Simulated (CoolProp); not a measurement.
Properties of octamethyltrisiloxane (MDM) at several states.

Computed with CoolProp (reference Helmholtz-energy equation of state, Thol 2017).

```
T (K)  p (kPa)   phase  density (kg/m³)  cv (kJ/(kg K))  speed of sound (m/s)  fugacity coefficient
-----  -------  ------  ---------------  --------------  --------------------  --------------------
548.2      374     gas            21.74           2.019                 125.2                0.9030
286.6      601  liquid            827.6           1.446                 960.6             0.0004028
279.9     26.7  liquid            833.5           1.432                 979.8              0.005136
378.2     7160  liquid            748.7           1.670                 733.1              0.006727
```
